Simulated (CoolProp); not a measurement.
Octamethylcyclotetrasiloxane (D4) at 411.25 K and 0.0192 MPa is compressed adiabatically to 0.12 MPa with isentropic efficiency 0.75. Each further row changes one setting.

The numbers come from the reference Helmholtz-energy equation of state, Thol 2015 in CoolProp.

| case | work (kJ/kg) | final phase | final density (kg/m³) |
|---|---|---|---|
| as stated | 25.0 | two-phase, vapour fraction 0.654 | ? |
| efficiency 1 | 18.7 | ? | ? |
| efficiency 0.65 | 28.8 | two-phase, vapour fraction 0.684 | 15.0 |

Task: Complete the blanks.

Result: 
- as stated, final density (kg/m³): 15.6
- efficiency 1, final phase: two-phase, vapour fraction 0.605
- efficiency 1, final density (kg/m³): 16.9
